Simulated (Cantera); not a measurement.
## Thermodynamics of boron, boron nitride and boron oxide, feed B2O3 + N2 + H2

A closed system holds: 1 mol B2O3, 10 mol N2, 82 mol H2, held at 19000 Pa.

Cantera equilibrium calculation (NASA polynomials, part measured and part estimated; ideal gas, pure solids and liquids). Candidate condensed phases: B, BN, B2O3, B3O3H3, H2O; 39 gas species. N2 is the only nitrogen source here; it is nearly inert below about 1500 K, so the nitride shown seldom forms there in practice. Mutual solubility and eutectic melting of coexisting phases are not modelled. Gases not in the tables: H3BO3. Rates play no part.

| T (K) | x H2 | x N2 | x HBO | x HBO2 | x B2O3 | x H2O | x H | n BN(s) | n B2O3(l) |
|---|---|---|---|---|---|---|---|---|---|
| 998 | 0.890 | 0.108 | 5.18e-9 | 2.80e-6 | 1.60e-11 | 0.00236 | 4.65e-9 | 0.145 | 0.927 |
| 1073 | 0.890 | 0.108 | 6.09e-8 | 1.19e-5 | 4.54e-10 | 0.00230 | 3.03e-8 | 0.141 | 0.929 |
| 1148 | 0.890 | 0.108 | 5.15e-7 | 4.14e-5 | 8.15e-9 | 0.00222 | 1.55e-7 | 0.138 | 0.929 |
| 1223 | 0.890 | 0.108 | 3.33e-6 | 0.000122 | 1.01e-7 | 0.00215 | 6.51e-7 | 0.135 | 0.926 |
| 1298 | 0.890 | 0.108 | 1.72e-5 | 0.000314 | 9.27e-7 | 0.00208 | 2.32e-6 | 0.136 | 0.916 |
| 1373 | 0.889 | 0.108 | 7.40e-5 | 0.000724 | 6.59e-6 | 0.00201 | 7.20e-6 | 0.143 | 0.891 |
| 1448 | 0.888 | 0.108 | 0.000272 | 0.00152 | 3.78e-5 | 0.00194 | 1.99e-5 | 0.157 | 0.836 |
| 1523 | 0.886 | 0.108 | 0.000876 | 0.00294 | 0.000181 | 0.00187 | 4.99e-5 | 0.177 | 0.718 |
| 1598 | 0.882 | 0.107 | 0.00251 | 0.00531 | 0.000745 | 0.00180 | 0.000115 | 0.194 | 0.468 |
| 1673 | 0.874 | 0.107 | 0.00628 | 0.00836 | 0.00238 | 0.00166 | 0.000244 | 0.152 | 0 |
| 1748 | 0.872 | 0.107 | 0.00893 | 0.00701 | 0.00234 | 0.00140 | 0.000489 | 0 | 0 |
| 1823 | 0.871 | 0.107 | 0.00953 | 0.00691 | 0.00206 | 0.00178 | 0.000928 | 0 | 0 |
x: gas mole fraction; n: condensed amount in mol.

From 998 K to 1598 K the condensed part is BN(s) + B2O3(l). At 1673 K the condensed part is BN(s). From 1748 K to 1823 K nothing is condensed.
